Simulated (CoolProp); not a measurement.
Acetone along the isotherm 550 K: density (kg/m³) from the reference equation and from simpler models built on Tc = 508.1 K, pc = 4692 kPa, ω = 0.307; each cubic takes its own stable root.

Values from CoolProp's reference Helmholtz-energy equation of state, Lemmon 2006. It is a short technical equation, of lower accuracy than the large ones.

```
p (kPa)          phase  reference  ideal gas  Peng-Robinson
-------  -------------  ---------  ---------  -------------
2930               gas      46.56      37.21          46.31
5870     supercritical      136.1      74.55          132.1
8800     supercritical      343.9      111.8          270.3
11700    supercritical      422.9      148.6          340.7
14700    supercritical      461.5      186.7          382.8
17600    supercritical      486.5      223.5          411.5
20500    supercritical      505.7      260.4          434.0
23500    supercritical      521.9      298.5          453.0
26400    supercritical      535.2      335.3          468.5
29300    supercritical      546.7      372.1          482.0
32300    supercritical      557.4      410.2          494.4
35200    supercritical      566.6      447.1          505.1
38100    supercritical      575.1      483.9          514.8
41100    supercritical      583.2      522.0          523.9
44000    supercritical      590.4      558.8          532.0
46900    supercritical      597.1      595.7          539.5
```
